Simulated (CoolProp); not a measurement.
Vapour-liquid equilibrium of acetone (1) + methanol (2) at 255 kPa; x and y are mole fractions of (1).

Values from CoolProp's multi-fluid Helmholtz-energy mixture model, Lemmon 2006 and de Reuck 1993; pair parameters Bell 2016.

| x | bubble temperature, mixture model (K) | bubble temperature, Raoult's law (K) | y, mixture model | y, Raoult's law |
|---|---|---|---|---|
| 0.05 | 361.9 | 362.9 | 0.083 | 0.056 |
| 0.15 | 360.0 | 362.5 | 0.216 | 0.165 |
| 0.25 | 358.8 | 362.2 | 0.320 | 0.273 |
| 0.35 | 357.9 | 361.8 | 0.408 | 0.378 |
| 0.45 | 357.3 | 361.4 | 0.489 | 0.480 |
| 0.55 | 357.0 | 361.0 | 0.567 | 0.580 |
| 0.65 | 356.9 | 360.6 | 0.647 | 0.678 |
| 0.75 | 357.1 | 360.1 | 0.732 | 0.773 |
| 0.85 | 357.6 | 359.7 | 0.827 | 0.866 |
| 0.95 | 358.4 | 359.3 | 0.937 | 0.956 |

The largest gap from Raoult's law is -4.1 K in bubble temperature, at x = 0.45. y crosses x between x = 0.55 and 0.65: the model has an azeotrope there.

Pair parameters are fitted to limited data, so mixtures are less certain than the pure fluids.
